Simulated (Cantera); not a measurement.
Source: NASA polynomial tables (part measured, part estimated), evaluated in Cantera. Values are per mole of reaction as written; species without (g) are pure solids or liquids, kept so even where they would boil at 1 bar.

Task: Between 300 and 800 K, where is each reaction favourable under standard conditions?
- Ca(OH)₂ ⇌ Ca(g) + O₂(g) + 2 H(g)

Result: 
- Ca(OH)₂ ⇌ Ca(g) + O₂(g) + 2 H(g): ΔG° is 1448 kJ at 300 K and 1197 kJ at 800 K; it stays positive (K < 1). ΔH° is 1595 kJ and ΔS° 497 J/K at 800 K.
